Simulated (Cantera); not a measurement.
A freely propagating, adiabatic, planar premixed flame of H₂ : O₂ : N₂ : H₂O = 1 : 0.588 : 2.21 : 0.68 (molar parts), unburnt at 425 K and 0.345 atm; mixture-averaged transport, grid criteria slope 0.08 and curve 0.16, no radiation.

Detailed kinetics in Cantera: the H2/O2 subset of GRI-Mech 3.0, which has no nitrogen chemistry. Burning velocities carry a grid error of a few per cent, more on coarse grids.

Question: How do the results move with these cheaper or finer settings: unity-Lewis-number transport; multicomponent transport; multicomponent+Soret transport; grid criteria slope 0.5, curve 1; grid criteria slope 0.25, curve 0.5; grid criteria slope 0.03, curve 0.06?

Answer: 
| setting | laminar burning velocity | thermal thickness | peak x(OH) | peak x(H) | grid points |
|---|---|---|---|---|---|
| as above | 225 cm/s | 1.35 mm | 0.0102 | 0.0255 | 106 |
| unity-Lewis-number transport | 166 cm/s | 1.10 mm | 0.0106 | 0.0337 | 108 |
| multicomponent transport | 224 cm/s | 1.35 mm | 0.0102 | 0.0256 | 106 |
| multicomponent+Soret transport | 207 cm/s | 1.34 mm | 0.0100 | 0.0240 | 106 |
| grid criteria slope 0.5, curve 1 | 273 cm/s | 1.81 mm | 0.0104 | 0.0279 | 34 |
| grid criteria slope 0.25, curve 0.5 | 231 cm/s | 1.45 mm | 0.0101 | 0.0260 | 52 |
| grid criteria slope 0.03, curve 0.06 | 223 cm/s | 1.33 mm | 0.0102 | 0.0255 | 251 |
Unity Lewis numbers drop preferential diffusion, which matters most where H2 and H carry the flame; Soret adds thermal diffusion.
